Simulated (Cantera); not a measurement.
A closed system holds: 1 mol SiH₂Cl₂, 0.25 mol CH₄, 380 mol H₂, equilibrated at 2323 K and 1.70 mbar.

Cantera equilibrium calculation (NASA polynomials, part measured and part estimated; ideal gas, pure solids and liquids). Candidate condensed phases: C, C₆H₆, C₇H₈, C₈H₁₈, Si, SiC; 109 gas species. The numbers say what is thermodynamically allowed, not how fast it happens.

Base state: H₂ 0.762, H 0.231, HCl 0.00379, Si 0.00225, Cl 0.000823, C₂H₂ (acetylene) 0.000258, SiH 2.85e-5, SiC₂ 2.35e-5 (mole fractions); condensed: gas only.

What changes in the equilibrium state with this change: temperature from 2323 K to 1725 K?


```tsv
species	before	after
H₂	0.762	0.990
HCl	0.00379	0.00500
H	0.231	0.00448
Si	0.00225	0.000597
SiC₂	2.35e-5	1.56e-9
C₂H₂ (acetylene)	0.000258	2.58e-8
SiCl₂	1.08e-7	8.73e-5
Cl	0.000823	1.75e-5
Si(l), mol	0	0.456
SiC(s), mol	0	0.248
```
Mutual solubility and eutectic melting of coexisting phases are not modelled. The tables' values for SiCl are old estimates; treat these amounts as uncertain. Gases not in the tables: Si₂H₆ and higher silanes.

What changes in the equilibrium state with this change: 1.9 mol HCl added?


| species | before | after |
|---|---|---|
| H₂ | 0.762 | 0.758 |
| H | 0.231 | 0.230 |
| HCl | 0.00379 | 0.00734 |
| Cl | 0.000823 | 0.00160 |
| Si | 0.00225 | 0.00223 |
| SiH | 2.85e-5 | 2.83e-5 |
| SiC₂ | 2.35e-5 | 2.33e-5 |
| C₂H₂ (acetylene) | 0.000258 | 0.000257 |

What changes in the equilibrium state with this change: temperature from 2323 K to 1023 K?


```tsv
species	before	after
H₂	0.762	0.995
HCl	0.00379	0.00510
SiCl₂	1.08e-7	4.66e-5
H	0.231	1.00e-7
Si	0.00225	<1e-9
Cl	0.000823	<1e-9
C₂H₂ (acetylene)	0.000258	<1e-9
Si(s), mol	0	0.728
SiC(s), mol	0	0.250
```
Mutual solubility and eutectic melting of coexisting phases are not modelled.
